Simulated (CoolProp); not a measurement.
Properties of hexamethyldisiloxane (MM) along the isotherm 555.6 K (Tc = 518.7 K, pc = 1931 kPa, ω = 0.418).

The numbers come from the reference Helmholtz-energy equation of state, Thol 2016 in CoolProp.

```
p (kPa)          phase  density (kg/m³)  Joule-Thomson coefficient (K/MPa)  isothermal compressibility (1/MPa)  expansivity (1/kK)  fugacity coefficient
-------  -------------  ---------------  ---------------------------------  ----------------------------------  ------------------  --------------------
241                gas            8.784                              7.333                               4.306               2.049                0.9653
483                gas            18.31                              7.747                               2.240               2.354                0.9310
724                gas            28.65                              8.213                               1.566               2.728                0.8974
966                gas            40.05                              8.742                               1.237               3.200                0.8642
1210               gas            52.82                              9.350                               1.048               3.807                0.8312
1450               gas            66.95                              10.04                              0.9352               4.590                0.7994
1690               gas            83.05                              10.83                              0.8669               5.642                0.7681
1930               gas            101.8                              11.75                              0.8320               7.116                0.7373
2170     supercritical            124.1                              12.79                              0.8264               9.269                0.7069
2410     supercritical            151.6                              13.80                              0.8460               12.49                0.6770
2660     supercritical            188.0                              14.27                              0.8699               17.14                0.6462
2900     supercritical            231.1                              13.42                              0.8335               21.47                0.6172
```
